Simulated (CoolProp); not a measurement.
A single-stage vapour-compression cycle with the fluid: evaporating at 221.15 K (dew point), condensing at 263.15 K (bubble point), superheat 10 K, subcooling 5 K, compressor efficiency 0.65, no pressure losses. The same conditions are run with several fluids, on thermodynamics alone (safety and materials aside).

Values from CoolProp's reference Helmholtz-energy equation of state of each fluid (dimethyl ether: Wu 2011; R407C: Lemmon 2003; R410A: Lemmon 2003; carbonyl sulfide: Lemmon 2006; ammonia: Gao 2020; isobutane: Bücker 2006). Blends and air are pseudo-pure fits.

```
fluid             cooling COP  pressure ratio  discharge temperature (K)  refrigerating effect (kJ/kg)  volumetric capacity (kJ/m³)
----------------  -----------  --------------  -------------------------  ----------------------------  ---------------------------
dimethyl ether           3.00             [?]                      334.9                           426                          270
R407C                    2.47            9.03                      340.8                           209                          428
R410A                    2.90            5.86                        [?]                           229                          880
carbonyl sulfide         2.91            5.13                      369.4                           272                          809
ammonia                  2.77            8.03                        [?]                          1280                          [?]
isobutane                3.04            7.24                      304.7                           333                          152
```

Question: Some entries are withheld; supply them.

Answer: 
- dimethyl ether, pressure ratio: 7.08
- R410A, discharge temperature (K): 335.7
- ammonia, discharge temperature (K): 444.4
- ammonia, volumetric capacity (kJ/m³): 415
